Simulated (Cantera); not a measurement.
A freely propagating, adiabatic, planar premixed flame of 3.04 % CH4, 3.34 % C2H6, 16.2 % O2, 77.5 % N2, unburnt at 500 K and 1.70 bar; mixture-averaged transport, grid criteria slope 0.08 and curve 0.16, no radiation.

Detailed kinetics in Cantera: GRI-Mech 3.0 (53 species, 325 reactions). Burning velocities carry a grid error of a few per cent, more on coarse grids.

x: mole fraction of selected species; z is measured from the peak of heat release.

```json
[
 {"z (mm)": "-0.851", "T (K)": "500", "u (m/s)": "0.560", "x CH4": "0.0303", "x C2H6": "0.0334", "x O2": "0.161", "x H": "<1e-8", "x O": "<1e-8", "x CH2O": "1.49e-7"},
 {"z (mm)": "-0.568", "T (K)": "504", "u (m/s)": "0.565", "x CH4": "0.0302", "x C2H6": "0.0333", "x O2": "0.161", "x H": "<1e-8", "x O": "<1e-8", "x CH2O": "2.77e-6"},
 {"z (mm)": "-0.426", "T (K)": "515", "u (m/s)": "0.580", "x CH4": "0.0299", "x C2H6": "0.0331", "x O2": "0.160", "x H": "<1e-8", "x O": "<1e-8", "x CH2O": "1.63e-5"},
 {"z (mm)": "-0.284", "T (K)": "…", "u (m/s)": "0.668", "x CH4": "0.0283", "x C2H6": "0.0320", "x O2": "0.153", "x H": "<1e-8", "x O": "<1e-8", "x CH2O": "…"},
 {"z (mm)": "-0.142", "T (K)": "973", "u (m/s)": "1.12", "x CH4": "0.0210", "x C2H6": "0.0221", "x O2": "0.119", "x H": "1.43e-5", "x O": "9.45e-7", "x CH2O": "0.00120"},
 {"z (mm)": "-0.0709", "T (K)": "1353", "u (m/s)": "1.59", "x CH4": "0.0133", "x C2H6": "0.00915", "x O2": "0.0821", "x H": "0.000238", "x O": "2.84e-5", "x CH2O": "0.00140"},
 {"z (mm)": "0", "T (K)": "1711", "u (m/s)": "2.03", "x CH4": "0.00412", "x C2H6": "0.000496", "x O2": "0.0411", "x H": "0.00211", "x O": "0.000405", "x CH2O": "0.000495"},
 {"z (mm)": "0.0709", "T (K)": "1861", "u (m/s)": "2.20", "x CH4": "0.000341", "x C2H6": "1.03e-6", "x O2": "0.0184", "x H": "0.00481", "x O": "0.00139", "x CH2O": "6.20e-5"},
 {"z (mm)": "0.142", "T (K)": "1908", "u (m/s)": "2.25", "x CH4": "1.33e-5", "x C2H6": "<1e-8", "x O2": "0.0109", "x H": "0.00580", "x O": "0.00176", "x CH2O": "2.87e-6"},
 {"z (mm)": "0.284", "T (K)": "1958", "u (m/s)": "2.29", "x CH4": "…", "x C2H6": "<1e-8", "x O2": "…", "x H": "0.00540", "x O": "…", "x CH2O": "<1e-8"},
 {"z (mm)": "0.568", "T (K)": "2013", "u (m/s)": "2.35", "x CH4": "<1e-8", "x C2H6": "<1e-8", "x O2": "0.00483", "x H": "0.00399", "x O": "0.00101", "x CH2O": "<1e-8"},
 {"z (mm)": "1.14", "T (K)": "2066", "u (m/s)": "2.40", "x CH4": "<1e-8", "x C2H6": "<1e-8", "x O2": "0.00296", "x H": "0.00253", "x O": "0.000546", "x CH2O": "<1e-8"},
 {"z (mm)": "2.27", "T (K)": "2106", "u (m/s)": "2.44", "x CH4": "<1e-8", "x C2H6": "<1e-8", "x O2": "0.00150", "x H": "0.00149", "x O": "0.000247", "x CH2O": "<1e-8"}
]
```

Problem. Complete the blanks.

Solution. 
- -0.284, T (K): 590
- -0.284, x CH2O: 0.000151
- 0.284, x CH4: 2.54e-8
- 0.284, x O2: 0.00703
- 0.284, x O: 0.00151
